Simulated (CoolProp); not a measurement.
A single-stage vapour-compression cycle with dimethyl ether: evaporating at 282.15 K (dew point), condensing at 338.15 K (bubble point), superheat 5 K, subcooling 2 K, compressor efficiency 0.65, no pressure losses. Each further row changes one setting.

Values from CoolProp's reference Helmholtz-energy equation of state, Wu 2011.

```
case                              cooling COP  pressure ratio  discharge temperature (K)  refrigerating effect (kJ/kg)  volumetric capacity (kJ/m³)
--------------------------------  -----------  --------------  -------------------------  ----------------------------  ---------------------------
as stated                                2.54            4.48                      375.4                           295                         2240
evaporating temperature 287.15 K         2.90            3.82                        ___                           ___                         2650
condensing temperature 333.15 K           ___             ___                      368.5                           309                         2340
subcooling 7 K                           2.65            4.48                      375.4                           309                         2340
superheat 15 K                           2.55            4.48                      386.5                           311                         2250
compressor efficiency 0.55                ___            4.48                      386.3                           295                         2240
```

Problem. Fill in the missing entries.

Solution. 
- evaporating temperature 287.15 K, discharge temperature (K): 371.6
- evaporating temperature 287.15 K, refrigerating effect (kJ/kg): 300
- condensing temperature 333.15 K, cooling COP: 2.88
- condensing temperature 333.15 K, pressure ratio: 4.01
- compressor efficiency 0.55, cooling COP: 2.15
